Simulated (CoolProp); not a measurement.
Computed with CoolProp (reference Helmholtz-energy equation of state, Thol 2017).

**Question.** For octamethyltrisiloxane (MDM), give the phase and the Z, cp (kJ/(kg K)), cv (kJ/(kg K)), isothermal compressibility (1/MPa) at 301.85 °C and 257 kPa.

**Answer.** 
- 301.85 °C and 257 kPa: gas; Z 0.942, cp 2.11, cv 2.07, isothermal compressibility 4.14
